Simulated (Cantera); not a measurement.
An isothermal, constant-pressure homogeneous reactor starts with 15.6 % N2O, 0.0422 % H2, 84.3 % N2, at 1200 K and 2670 Pa.

Computed with Cantera and GRI-Mech 3.0 (53 species, 325 reactions). GRI-Mech 3.0 was tuned for natural gas; its chemistry of N2O as a main component is partial and can be far from experiment. Radical loss at walls, strong at low pressure, is not modelled. The mechanism lacks the step 2 NO + O2 → 2 NO2, which can matter for NO2 below about 1400 K. The temperature is held fixed by assumption; the heat of reaction is taken as removed at once.

x: mole fraction; the columns are a selection and need not sum to one.

| t (s) | x N2O | x H2 | x NO | x HO2 | x NO2 |
|---|---|---|---|---|---|
| 0.000300 | 0.156 | 0.000422 | 7.92e-9 | 5.65e-12 | <1e-12 |
| 0.000783 | 0.156 | 0.000422 | 4.83e-8 | 1.08e-10 | <1e-12 |
| 0.00204 | 0.156 | 0.000422 | 2.52e-7 | 1.75e-9 | <1e-12 |
| 0.00533 | 0.156 | 0.000421 | 1.02e-6 | 2.08e-8 | 1.72e-11 |
| 0.0139 | 0.156 | 0.000416 | 3.22e-6 | 1.67e-7 | 1.22e-9 |
| 0.0363 | 0.156 | 0.000393 | 9.12e-6 | 7.46e-7 | 4.64e-8 |
| 0.0949 | 0.156 | [?] | 2.42e-5 | 1.14e-6 | 6.00e-7 |
| 0.248 | 0.155 | [?] | 6.17e-5 | 8.39e-7 | 2.96e-6 |
| 0.646 | 0.154 | [?] | 0.000158 | 3.74e-7 | 8.72e-6 |
| 1.69 | 0.151 | [?] | 0.000419 | 1.10e-7 | 1.23e-5 |
| 4.40 | 0.144 | [?] | 0.00109 | 3.83e-8 | 1.16e-5 |
| 11.5 | 0.127 | 3.32e-9 | 0.00268 | 1.49e-8 | 1.15e-5 |
| 30.0 | 0.0923 | 3.51e-9 | 0.00595 | 5.10e-9 | 9.79e-6 |

Task: What belongs in the gaps?

Result: 
- 0.0949, x H2: 0.000308
- 0.248, x H2: 0.000161
- 0.646, x H2: 4.54e-5
- 1.69, x H2: 5.17e-6
- 4.40, x H2: 6.28e-8
